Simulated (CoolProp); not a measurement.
Dimethyl ether along the isobar 272 bar: Z from the reference equation and from simpler models built on Tc = 400.4 K, pc = 53.37 bar, ω = 0.196; each cubic takes its own stable root.

Values from CoolProp's reference Helmholtz-energy equation of state, Wu 2011.

```json
[
 {"T (K)": "327.7", "phase": "liquid", "reference": "0.6897", "van der Waals": "1.025", "Redlich-Kwong": "0.7523", "Peng-Robinson": "0.6608"},
 {"T (K)": "340.9", "phase": "liquid", "reference": "0.6802", "van der Waals": "1.001", "Redlich-Kwong": "0.7416", "Peng-Robinson": "0.6526"},
 {"T (K)": "354", "phase": "liquid", "reference": "0.6726", "van der Waals": "0.9790", "Redlich-Kwong": "0.7330", "Peng-Robinson": "0.6468"},
 {"T (K)": "367.2", "phase": "liquid", "reference": "0.6668", "van der Waals": "0.9594", "Redlich-Kwong": "0.7264", "Peng-Robinson": "0.6433"},
 {"T (K)": "380.3", "phase": "liquid", "reference": "0.6630", "van der Waals": "0.9421", "Redlich-Kwong": "0.7218", "Peng-Robinson": "0.6422"},
 {"T (K)": "393.5", "phase": "liquid", "reference": "0.6609", "van der Waals": "0.9266", "Redlich-Kwong": "0.7189", "Peng-Robinson": "0.6434"},
 {"T (K)": "406.6", "phase": "supercritical", "reference": "0.6608", "van der Waals": "0.9129", "Redlich-Kwong": "0.7178", "Peng-Robinson": "0.6469"},
 {"T (K)": "419.8", "phase": "supercritical", "reference": "0.6626", "van der Waals": "0.9009", "Redlich-Kwong": "0.7184", "Peng-Robinson": "0.6527"},
 {"T (K)": "432.9", "phase": "supercritical", "reference": "0.6664", "van der Waals": "0.8905", "Redlich-Kwong": "0.7206", "Peng-Robinson": "0.6608"},
 {"T (K)": "446.1", "phase": "supercritical", "reference": "0.6722", "van der Waals": "0.8815", "Redlich-Kwong": "0.7244", "Peng-Robinson": "0.6712"},
 {"T (K)": "459.2", "phase": "supercritical", "reference": "0.6800", "van der Waals": "0.8739", "Redlich-Kwong": "0.7297", "Peng-Robinson": "0.6836"},
 {"T (K)": "472.4", "phase": "supercritical", "reference": "0.6899", "van der Waals": "0.8677", "Redlich-Kwong": "0.7363", "Peng-Robinson": "0.6979"},
 {"T (K)": "485.5", "phase": "supercritical", "reference": "0.7017", "van der Waals": "0.8627", "Redlich-Kwong": "0.7442", "Peng-Robinson": "0.7138"},
 {"T (K)": "498.7", "phase": "supercritical", "reference": "0.7154", "van der Waals": "0.8588", "Redlich-Kwong": "0.7533", "Peng-Robinson": "0.7310"},
 {"T (K)": "511.8", "phase": "supercritical", "reference": "0.7304", "van der Waals": "0.8562", "Redlich-Kwong": "0.7632", "Peng-Robinson": "0.7490"},
 {"T (K)": "525", "phase": "supercritical", "reference": "0.7468", "van der Waals": "0.8545", "Redlich-Kwong": "0.7740", "Peng-Robinson": "0.7676"}
]
```
